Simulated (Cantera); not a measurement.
A perfectly stirred reactor is fed with C3H8 : H2 = 1 : 73 (molar parts), at 1.10 bar; it is held at 1973 K, and followed from long to short residence time.

Detailed kinetics in Cantera: GRI-Mech 3.0 (53 species, 325 reactions). GRI-Mech 3.0 was tuned for natural gas; its chemistry of propane as a main component is partial and can be far from experiment. GRI-Mech 3.0 stops at C3 and has no aromatics, soot or wall deposition, so with more carbon than oxygen in the feed, carbon stays in small species such as C2H2 where larger ones or solid carbon would form.

Problem. Predict: x(C3H8) at τ = 0.850 s; x(H2) at τ = 0.850 s; x(C2H4) at τ = 0.850 s; x(C2H) at τ = 0.850 s; x(CH3) at τ = 0.850 s; x(C3H8) at τ = 14.0 ms; x(H2) at τ = 14.0 ms; x(C2H4) at τ = 14.0 ms; x(C2H) at τ = 14.0 ms; x(CH3) at τ = 14.0 ms.

Solution. 
```
Item                       Value
----------------------  --------
x(C3H8) at τ = 0.850 s   2.30e-8
x(H2) at τ = 0.850 s       0.978
x(C2H4) at τ = 0.850 s  0.000151
x(C2H) at τ = 0.850 s    3.99e-7
x(CH3) at τ = 0.850 s    7.58e-5
x(C3H8) at τ = 14.0 ms   1.39e-6
x(H2) at τ = 14.0 ms       0.975
x(C2H4) at τ = 14.0 ms  0.000152
x(C2H) at τ = 14.0 ms    3.42e-7
x(CH3) at τ = 14.0 ms   0.000233
```
